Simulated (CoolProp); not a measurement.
Vapour-liquid equilibrium of R22 (1) + R11 (2) at 0.215 bar; x and y are mole fractions of (1).

Model: multi-fluid Helmholtz-energy mixture model, Kamei 1995 and Jacobsen 1992; pair parameters Bell 2016, in CoolProp.

| x | bubble temperature, mixture model (K) | bubble temperature, Raoult's law (K) | y, mixture model | y, Raoult's law |
|---|---|---|---|---|
| 0.05 | 241.4 | 248.1 | 0.629 | 0.467 |
| 0.125 | 228.6 | 237.2 | 0.841 | 0.735 |
| 0.2 | 222.1 | 230.0 | 0.905 | 0.845 |
| 0.275 | 218.0 | 224.8 | 0.933 | 0.900 |
| 0.35 | 215.3 | 220.8 | 0.949 | 0.932 |
| 0.425 | 213.2 | 217.6 | 0.959 | 0.952 |
| 0.5 | 211.6 | 214.9 | 0.967 | 0.966 |
| 0.575 | 210.2 | 212.7 | 0.973 | 0.976 |
| 0.65 | 209.0 | 210.7 | 0.978 | 0.983 |
| 0.725 | 207.9 | 208.9 | 0.983 | 0.988 |
| 0.8 | 206.8 | 207.4 | 0.988 | 0.992 |
| 0.875 | 205.7 | 206.0 | 0.992 | 0.996 |
| 0.95 | 204.7 | 204.7 | 0.997 | 0.998 |

The largest gap from Raoult's law is -8.6 K in bubble temperature, at x = 0.125. No azeotrope shows between x = 0.05 and 0.95.

The pair parameters rest on a limited set of measurements; away from them the model extrapolates.
